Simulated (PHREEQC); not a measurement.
A made-up water analysis in mg/kgw, 17 °C, pH 3.93, pe 11.4: Na 79.8; K 5.92; Ca 348; Mg 30.9; Cl 268; S(6) as SO4 1300; Cu(2) 0.543; Al 130.

Cl is adjusted to close the charge balance.
Valence states are taken as typed.

Computed with PHREEQC (ion-association model, phreeqc.dat).

This is a speciation only: nothing precipitates in the calculation.

Order these S species by the share of S that they hold, largest first: MgSO4, AlSO4+, SO4-2, Al(SO4)2-, CaSO4.

SO4-2 (53 %), AlSO4+ (25 %), CaSO4 (14 %), Al(SO4)2- (5.2 %), MgSO4 (2.3 %)

The pH is 3.93 and the ionic strength 0.0441 mol/kgw.
